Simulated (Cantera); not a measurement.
Input (Python, Cantera):

```python
import numpy as np
import cantera as ct

gas = ct.Solution("gri30.yaml")
gas.TPX = 300, 500000, {'CH4': 1, 'O2': 2.74, 'N2': 10.3, 'H2': 0.27}
inlet = ct.Reservoir(gas, clone=True)
gas.equilibrate("HP")  # start burning
reactor = ct.IdealGasConstPressureReactor(gas, energy="on", clone=False)
exhaust = ct.Reservoir(gas, clone=True)
tau = [0.045, 0.02, 0.0091, 0.0041, 0.0019, 0.00084, 0.00038, 0.00017, 7.6e-05, 3.4e-05, 1.5e-05][0]
for a, b in ((inlet, reactor), (reactor, exhaust)):
    ct.MassFlowController(a, b, mdot=lambda t: reactor.mass / tau)
net = ct.ReactorNet([reactor])
show = ['CH4', 'O2', 'CO', 'CO2', 'C2H2', 'CH2O', 'H2O']

rows = []
print(f"{'tau/s':>10s}{'T/K':>9s}" + "".join(f"{s:>11s}" for s in show))
for tau in [0.045, 0.02, 0.0091, 0.0041, 0.0019, 0.00084, 0.00038, 0.00017, 7.6e-05, 3.4e-05, 1.5e-05]:
    net.initial_time = 0.0
    net.advance(30 * tau)
    before = gas.X
    net.advance(40 * tau)
    drift = np.max(np.abs(gas.X - before) / (gas.X + 1e-9))
    rows.append([gas.T, *gas[show].X, drift])
    print(f"{tau:10.3e}{gas.T:9.1f}" + "".join(f"{x:11.3e}" for x in gas[show].X))
```

Output:

```
     tau/s      T/K        CH4         O2         CO        CO2       C2H2       CH2O        H2O
 4.500e-02   1986.1  5.482e-06  4.251e-02  3.457e-04  7.015e-02  1.321e-09  6.760e-07  1.593e-01
 2.000e-02   1983.8  1.061e-05  4.259e-02  5.108e-04  6.997e-02  4.160e-09  1.347e-06  1.591e-01
 9.100e-03   1979.7  1.911e-05  4.273e-02  8.006e-04  6.964e-02  1.041e-08  2.512e-06  1.588e-01
 4.100e-03   1972.9  3.341e-05  4.297e-02  1.306e-03  6.908e-02  2.237e-08  4.552e-06  1.584e-01
 1.900e-03   1962.3  5.648e-05  4.338e-02  2.114e-03  6.819e-02  4.208e-08  7.902e-06  1.577e-01
 8.400e-04   1944.7  9.912e-05  4.416e-02  3.515e-03  6.664e-02  7.718e-08  1.402e-05  1.567e-01
 3.800e-04   1918.0  1.758e-04  4.549e-02  5.719e-03  6.420e-02  1.376e-07  2.451e-05  1.553e-01
 1.700e-04   1876.0  3.348e-04  4.786e-02  9.335e-03  6.017e-02  2.651e-07  4.434e-05  1.532e-01
 7.600e-05   1805.6  7.609e-04  5.264e-02  1.578e-02  5.286e-02  6.834e-07  8.992e-05  1.500e-01
 3.400e-05    300.0  6.988e-02  1.915e-01 -2.005e-15 -3.549e-15 -1.269e-18 -1.201e-16 -1.220e-14
 1.500e-05    300.0  6.988e-02  1.915e-01  5.525e-19  9.780e-19  3.497e-22  3.309e-20  3.361e-18
```

Cantera simulation using GRI-Mech 3.0 (53 species, 325 reactions); the numbers are that mechanism's predictions, not measurements.
